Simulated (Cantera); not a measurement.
Input: 1 mol AlCl3, 15 mol N2, 350 mol H2, 1.3 mol O2, equilibrated at 0.0100 bar.

Method: chemical equilibrium by Gibbs-energy minimisation in Cantera with the NASA 1993 tables (ideal gas, pure condensed phases). Candidate condensed phases: Al, AlCl3, AlN, Al2O3, H2O, NH4Cl; 45 gas species. Rates play no part. All values below are at 1250 K.

Base state: H2 0.948, N2 0.0409, HCl 0.00819, H2O 0.00300 (mole fractions); condensed: Al2O3(s).

Problem. What changes in the equilibrium state with this change: O2 from 1.3 to 0.63 mol?

Solution. 
```csv
species,before,after
H2,0.948,0.951
N2,0.0409,0.0407
HCl,0.00819,0.00805
H2O,0.00300,3.84e-7
AlCl3,<1e-9,4.13e-5
"Al2O3(s), mol",0.500,0.420
"AlN(s), mol",0,0.140
```
Mutual solubility and eutectic melting of coexisting phases are not modelled.
